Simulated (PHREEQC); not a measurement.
# Brine: speciation

Dissolve 1.2 mol/kgw K2CO3 and 2.4 mol/kgw KBr at 25 °C. Closed to the air; pH follows from the charge balance.

Computed with PHREEQC (Pitzer model, pitzer.dat).

Precipitation was switched off in this run.

Question: What pH, activity of water, density does the model give?

Answer: pH 11.99; activity of water 0.862; density 1.279 g/cm³.

In brines, pH and single-ion activities rest on the MacInnes convention.
